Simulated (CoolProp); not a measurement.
Saturation properties of fluoroethane (R161) (Tc = 375.2 K, pc = 5.010 MPa, ω = 0.216).

Values from CoolProp's reference Helmholtz-energy equation of state, Wu 2012.

```csv
T (K),p (MPa),enthalpy of vaporisation (kJ/kg),surface tension (mN/m)
284.1,0.6173,362.9,11.2
295.1,(withheld),345.2,9.70
306.2,1.145,325.4,8.22
317.2,1.505,(withheld),6.78
328.3,1.947,(withheld),(withheld)
339.3,2.474,250.4,(withheld)
350.4,3.107,216.2,2.64
361.4,(withheld),(withheld),(withheld)
```

Q: Some entries are withheld; supply them.

A: 
- 295.1, p (MPa): 0.8498
- 317.2, enthalpy of vaporisation (kJ/kg): 303.5
- 328.3, enthalpy of vaporisation (kJ/kg): 278.7
- 328.3, surface tension (mN/m): 5.35
- 339.3, surface tension (mN/m): 3.98
- 361.4, p (MPa): 3.854
- 361.4, enthalpy of vaporisation (kJ/kg): 171.9
- 361.4, surface tension (mN/m): 1.38

It boils at 235.6 K under 1 atm.

Surface tension comes from a separate correlation (Mulero 2012).
